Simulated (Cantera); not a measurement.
Feed: 1 mol TEOS, 0.92 mol N₂O, at 427 °C and 0.00440 bar.

Method: chemical equilibrium by Gibbs-energy minimisation in Cantera with the NASA 1993 tables (ideal gas, pure condensed phases). The feed counts by its element totals alone. Kinetics and transport are ignored.

| species | before | after |
|---|---|---|
| H₂ | 0.717 | 0.610 |
| CO | 0.0560 | 0.304 |
| N₂ | 0.0765 | 0.0558 |
| H₂O | 0.0756 | 8.73e-8 |
| H | <1e-9 | 0.0224 |
| CO₂ | 0.0556 | 9.31e-9 |
| CH₄ | 0.0192 | 6.55e-7 |
| SiO | <1e-9 | 0.00298 |
| HCN | 1.24e-9 | 0.00298 |
| Si | <1e-9 | 0.000773 |
| C₂H₂ (acetylene) | <1e-9 | 0.000546 |
| HNC | <1e-9 | 0.000176 |
| SiC₂ | <1e-9 | 3.56e-5 |
| SiH | <1e-9 | 2.58e-5 |
| C(graphite), mol | 6.43 | 2.12 |
| SiO₂(α-quartz), mol | 1.00 | 0 |
| SiC(s), mol | 0 | 0.938 |
Gas species are given as mole fractions.

**Question.** What was changed between the two runs?
A. temperature from 427 °C to 500 °C
B. N₂O from 0.92 to 9.5 mol
C. temperature from 427 °C to 875 °C
D. temperature from 427 °C to 1750 °C

**Answer.** D, temperature from 427 °C to 1750 °C
